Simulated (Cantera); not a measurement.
Input (Python, Cantera) and output of one run.

```python
import numpy as np
import cantera as ct

gas_names = """
    H HNO HNO2 HNO3 HO2 H2 H2O H2O2 N NH NH2 NH3 NH2OH NO NO2 NO3 N2 N2H2 N2H4 N2O O OH O2 O3 Si SiH
    SiH2 SiH3 SiH4 SiN SiO SiO2 Si2 Si2N Si3
""".split()
cond_names = """
    H2O(s) H2O(L) Si(cr) Si(L) SiO2(Lqz) SiO2(hqz) SiO2(L) Si2N2O(s) Si3N4(a)
""".split()


# ... load() reads the species with a 1 bar reference pressure and builds the phases ...
atoms = {
    'Si': {'Si': 1},
    'N2O': {'N': 2, 'O': 1},
    'H2': {'H': 2},
}
top_T = {'Si2N2O(s)': 2100, 'Si3N4(a)': 2400}  # K; cautious upper limits of use, not melting points


# ... equilibrate(T, P, feed) seeds the gas with the atoms and calls Mixture.equilibrate('TP', solver="vcs", rtol=1e-11, max_steps=5000) ...
results = []
feed = {'Si': 1, 'N2O': 0.78, 'H2': 4.9}  # mol
P = 1333.22  # Pa
for T in [1148, 1298, 1448, 1598, 1748, 1898, 2048]:
    mix = equilibrate(T, P, feed)
    results.append((T, P, feed, dict(zip(mix.species_names, mix.species_moles))))
    x = sorted(zip(gas.X, gas.species_names), reverse=True)
    print(f"T = {T:g} K  P = {P:g} Pa  gas = {mix.phase_moles(0):.4g} mol")
    print("   x: " + "  ".join(f"{s} {v:.3e}" for v, s in x if v > 1e-05))
    print("   condensed (mol): " + ("  ".join(f"{mix.phase(i).name} {mix.phase_moles(i):.4g}"
          for i in range(1, mix.n_phases) if mix.phase_moles(i) > 1e-12) or "none"))
```

Result:

```
T = 1148 K  P = 1333.22 Pa  gas = 5.273 mol
   x: H2 9.292e-01  N2 7.079e-02  H2O 2.599e-05
   condensed (mol): SiO2(hqz) 0.1866  Si2N2O(s) 0.4067
T = 1298 K  P = 1333.22 Pa  gas = 5.273 mol
   x: H2 9.292e-01  N2 7.078e-02  H2O 4.259e-05
   condensed (mol): SiO2(hqz) 0.1865  Si2N2O(s) 0.4067
T = 1448 K  P = 1333.22 Pa  gas = 5.276 mol
   x: H2 9.286e-01  N2 7.087e-02  SiO 4.009e-04  H 7.692e-05  H2O 6.261e-05
   condensed (mol): SiO2(hqz) 0.1857  Si2N2O(s) 0.4061
T = 1598 K  P = 1333.22 Pa  gas = 5.415 mol
   x: H2 9.045e-01  N2 7.542e-02  SiO 1.952e-02  H 4.384e-04  H2O 8.478e-05
   condensed (mol): SiO2(hqz) 0.1511  Si2N2O(s) 0.3716
T = 1748 K  P = 1333.22 Pa  gas = 6.026 mol
   x: H2 8.122e-01  N2 9.297e-02  SiO 9.297e-02  H 1.783e-03  Si 3.675e-05
   condensed (mol): Si2N2O(s) 0.2197
T = 1898 K  P = 1333.22 Pa  gas = 6.485 mol
   x: H2 7.525e-01  SiO 1.203e-01  N2 1.203e-01  H 5.873e-03  Si 9.214e-04  SiH 8.052e-05  SiH2 4.333e-05  Si2N 1.800e-05  SiN 1.242e-05
   condensed (mol): Si(L) 0.2128
T = 2048 K  P = 1333.22 Pa  gas = 6.554 mol
   x: H2 7.390e-01  SiO 1.190e-01  N2 1.190e-01  H 1.667e-02  Si 5.668e-03  SiH 3.419e-04  SiH2 1.024e-04  Si2N 6.604e-05  Si2 6.577e-05  SiN 5.255e-05  Si3 1.378e-05
   condensed (mol): Si(L) 0.1776
```

Cantera equilibrium calculation (NASA polynomials, part measured and part estimated; ideal gas, pure solids and liquids). Mutual solubility and eutectic melting of coexisting phases are not modelled. The tables' values for SiN are old estimates; treat these amounts as uncertain. The tables hold silica as quartz up to 1696 K and as liquid above; real silica turns to tridymite and cristobalite and melts near 1996 K. Gases not in the tables: Si2H6 and higher silanes.
